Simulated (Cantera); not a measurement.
Ignition delay

Mixture: 2.85 % C3H8, 20.4 % O2, 76.8 % N2, equivalence ratio 0.70, at 1.00 atm, adiabatic and at constant volume. Ignition delay is the time to a rise of 400 K.

Model: GRI-Mech 3.0 (53 species, 325 reactions), integrated in Cantera. GRI-Mech 3.0 was tuned for natural gas; its chemistry of propane as a main component is partial and can be far from experiment.

| T0 (K) | delay (ms) |
|---|---|
| 1250 | 2.12 |
| 1300 | 0.876 |
| 1350 | 0.401 |
| 1400 | 0.203 |
| 1450 | 0.112 |
| 1500 | 0.0678 |
| 1550 | 0.0439 |
| 1600 | 0.0303 |
| 1650 | 0.0220 |

| Property | Result |
|---|---|
| apparent activation energy between 1550 and 1650 K | 150 kJ/mol |
